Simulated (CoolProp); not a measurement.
Methanol along the isotherm 214.95 °C: density (kg/m³) from the reference equation and from simpler models built on Tc = 240.2 °C, pc = 8.216 MPa, ω = 0.565; each cubic takes its own stable root.

Computed with CoolProp (reference Helmholtz-energy equation of state, de Reuck 1993).

```json
[
 {"p (MPa)": "1.47", "phase": "gas", "reference": "12.60", "van der Waals": "12.39", "Soave-Redlich-Kwong": "12.59", "Peng-Robinson": "(withheld)"},
 {"p (MPa)": "2.93", "phase": "gas", "reference": "28.30", "van der Waals": "26.75", "Soave-Redlich-Kwong": "27.78", "Peng-Robinson": "28.25"},
 {"p (MPa)": "4.4", "phase": "gas", "reference": "51.16", "van der Waals": "44.63", "Soave-Redlich-Kwong": "48.11", "Peng-Robinson": "49.47"},
 {"p (MPa)": "5.87", "phase": "liquid", "reference": "512.2", "van der Waals": "70.08", "Soave-Redlich-Kwong": "(withheld)", "Peng-Robinson": "389.3"},
 {"p (MPa)": "7.34", "phase": "liquid", "reference": "527.6", "van der Waals": "251.6", "Soave-Redlich-Kwong": "358.8", "Peng-Robinson": "403.8"},
 {"p (MPa)": "8.8", "phase": "liquid", "reference": "539.4", "van der Waals": "267.5", "Soave-Redlich-Kwong": "369.5", "Peng-Robinson": "415.4"},
 {"p (MPa)": "10.3", "phase": "liquid", "reference": "549.4", "van der Waals": "278.4", "Soave-Redlich-Kwong": "(withheld)", "Peng-Robinson": "425.4"},
 {"p (MPa)": "11.7", "phase": "liquid", "reference": "557.4", "van der Waals": "286.3", "Soave-Redlich-Kwong": "386.2", "Peng-Robinson": "433.6"},
 {"p (MPa)": "13.2", "phase": "liquid", "reference": "(withheld)", "van der Waals": "293.3", "Soave-Redlich-Kwong": "(withheld)", "Peng-Robinson": "441.4"},
 {"p (MPa)": "14.7", "phase": "liquid", "reference": "572.0", "van der Waals": "(withheld)", "Soave-Redlich-Kwong": "(withheld)", "Peng-Robinson": "448.4"},
 {"p (MPa)": "16.1", "phase": "liquid", "reference": "577.9", "van der Waals": "304.0", "Soave-Redlich-Kwong": "405.2", "Peng-Robinson": "454.4"},
 {"p (MPa)": "17.6", "phase": "liquid", "reference": "583.7", "van der Waals": "308.7", "Soave-Redlich-Kwong": "410.6", "Peng-Robinson": "460.4"},
 {"p (MPa)": "19.1", "phase": "liquid", "reference": "589.1", "van der Waals": "312.9", "Soave-Redlich-Kwong": "415.6", "Peng-Robinson": "465.9"},
 {"p (MPa)": "20.5", "phase": "liquid", "reference": "593.8", "van der Waals": "316.4", "Soave-Redlich-Kwong": "420.0", "Peng-Robinson": "470.7"}
]
```

Question: What belongs in the gaps?

Answer: 
- 1.47, Peng-Robinson: 12.69
- 5.87, Soave-Redlich-Kwong: 345.3
- 10.3, Soave-Redlich-Kwong: 378.7
- 13.2, reference: 565.1
- 13.2, Soave-Redlich-Kwong: 393.3
- 14.7, van der Waals: 299.2
- 14.7, Soave-Redlich-Kwong: 399.7

At some of these states van der Waals gives the other phase, because its saturation line lies elsewhere.
